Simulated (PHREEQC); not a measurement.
Make-up at 25 °C: 64 mmol/kgw HF, 0.057 mmol/kgw (CH3)4NF, 0.008 mmol/kgw H4SiO4 and 14 mmol/kgw HCl. Closed to the air; pH follows from the charge balance.

Model: ion-association model, phreeqc.dat, run in PHREEQC.

Q: The ionic strength comes out as 0.0176 mol/kgw. What activity coefficients do H+, HF2-, Cl-, F-, SiF6-2 get?

A: H+ 0.89, HF2- 0.88, Cl- 0.87, F- 0.87, SiF6-2 0.60.

No solid was allowed to form. (CH3)4N+ isn't in the database: it is added as a free cation with an ion size of 4 Å. SiF6-2 is the database's only silicon fluoride.
